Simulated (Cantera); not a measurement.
## Ammonia decomposition in nitride growth gas

An isothermal, constant-pressure homogeneous reactor starts with NH3 : H2 = 1 : 0.31 (molar parts), at 2350 K and 101000 Pa.

Model: the gas-phase N/H chemistry of the illustrative SiF4/NH3 mechanism in the Surface Chemkin manual (1991), integrated in Cantera. Walls and surfaces, which speed up NH3 decomposition in real reactors, are not modelled.

```json
[
 {"t (s)": "0.000500", "x NH3": "0.496", "x H2": "0.425", "x H": "0.000885", "x N2H2": "1.35e-5", "x NH2": "0.00327", "x NH": "0.000110"},
 {"t (s)": "0.00117", "x NH3": "0.302", "x H2": "0.564", "x H": "0.00135", "x N2H2": "7.09e-6", "x NH2": "0.00230", "x NH": "9.81e-5"},
 {"t (s)": "0.00272", "x NH3": "0.113", "x H2": "0.700", "x H": "0.00227", "x N2H2": "2.23e-6", "x NH2": "0.00117", "x NH": "7.31e-5"},
 {"t (s)": "0.00633", "x NH3": "0.0135", "x H2": "0.769", "x H": "0.00501", "x N2H2": "2.28e-7", "x NH2": "0.000282", "x NH": "3.72e-5"},
 {"t (s)": "0.0148", "x NH3": "0.000327", "x H2": "0.774", "x H": "0.0108", "x N2H2": "1.15e-9", "x NH2": "1.47e-5", "x NH": "4.23e-6"},
 {"t (s)": "0.0344", "x NH3": "6.70e-5", "x H2": "0.774", "x H": "0.0110", "x N2H2": "5.30e-11", "x NH2": "3.04e-6", "x NH": "8.90e-7"},
 {"t (s)": "0.0803", "x NH3": "2.36e-5", "x H2": "0.774", "x H": "0.0110", "x N2H2": "9.31e-12", "x NH2": "1.07e-6", "x NH": "3.13e-7"},
 {"t (s)": "0.187", "x NH3": "9.82e-6", "x H2": "0.774", "x H": "0.0110", "x N2H2": "4.21e-12", "x NH2": "4.46e-7", "x NH": "1.31e-7"},
 {"t (s)": "0.436", "x NH3": "5.11e-6", "x H2": "0.774", "x H": "0.0110", "x N2H2": "3.43e-12", "x NH2": "2.32e-7", "x NH": "6.79e-8"},
 {"t (s)": "1.02", "x NH3": "4.01e-6", "x H2": "0.774", "x H": "0.0110", "x N2H2": "3.32e-12", "x NH2": "1.82e-7", "x NH": "5.32e-8"},
 {"t (s)": "2.37", "x NH3": "3.94e-6", "x H2": "0.774", "x H": "0.0110", "x N2H2": "3.31e-12", "x NH2": "1.79e-7", "x NH": "5.24e-8"},
 {"t (s)": "5.53", "x NH3": "3.94e-6", "x H2": "0.774", "x H": "0.0110", "x N2H2": "3.31e-12", "x NH2": "1.79e-7", "x NH": "5.24e-8"},
 {"t (s)": "12.9", "x NH3": "3.94e-6", "x H2": "0.774", "x H": "0.0110", "x N2H2": "3.31e-12", "x NH2": "1.79e-7", "x NH": "5.24e-8"},
 {"t (s)": "30.0", "x NH3": "3.94e-6", "x H2": "0.774", "x H": "0.0110", "x N2H2": "3.31e-12", "x NH2": "1.79e-7", "x NH": "5.24e-8"},
 {"t (s)": "70.0", "x NH3": "3.94e-6", "x H2": "0.774", "x H": "0.0110", "x N2H2": "3.31e-12", "x NH2": "1.79e-7", "x NH": "5.24e-8"}
]
```
x: mole fraction; the columns are a selection and need not sum to one.

Equilibrium at this temperature and pressure: NH3 3.94e-6, H2 0.774, H 0.0110, N2H2 3.31e-12, NH2 1.79e-7, NH 5.24e-8 (gas phase only).
